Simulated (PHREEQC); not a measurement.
Solution (75 °C): 0.094 mol/kgw AgNO3 and 6.2e-05 mol/kgw NaCl. Closed to the air; pH follows from the charge balance.

Model: ion-association model, wateq4f.dat, run in PHREEQC.

```json
[
 {"quantity": "pH", "before": "6.29", "after": "6.60"},
 {"quantity": "Cl- (mol/kgw)", "before": "1.21e-6", "after": "4.74e-7"},
 {"quantity": "SI of Halite (NaCl)", "before": "-12.04", "after": "-12.29"}
]
```

**Question.** Which change was made?
(A) AgNO3 left out
(B) NaCl from 6.2e-05 to 5.58e-05 mol/kgw
(C) NaCl from 6.2e-05 to 6.2e-06 mol/kgw
(D) temperature from 75 to 10 °C

**Answer.** D, temperature from 75 to 10 °C

This is a speciation only: nothing precipitates in the calculation. Some of these states are supersaturated (in Cerargyrite, for instance). Constants without temperature data keep their 25 °C values here.
